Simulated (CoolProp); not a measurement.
Aqueous ethylene glycol as a coolant, 47 % by mass, freezing at -32.0 °C, 1 atm.

The numbers come from the Melinder's fits for secondary coolants in CoolProp.

```tsv
T (°C)	conductivity (W/(m K))	density (kg/m³)	cp (kJ/(kg K))	viscosity (mPa s)
-16.7	0.376	1077	3.182	16.3
-12.2	0.378	1075	3.207	12.9
-7.8	0.381	1074	3.231	10.3
-3.3	0.384	1072	3.255	8.35
1.2	0.387	1070	3.279	6.85
5.7	0.390	1068	3.302	5.69
10.2	0.393	1066	3.325	4.78
14.7	0.396	1064	3.348	4.07
19.2	0.399	1062	3.371	3.49
23.6	0.402	1059	3.392	3.04
28.1	0.405	1057	3.414	2.66
32.6	0.408	1054	3.435	2.35
37.1	0.411	1052	3.456	2.09
```
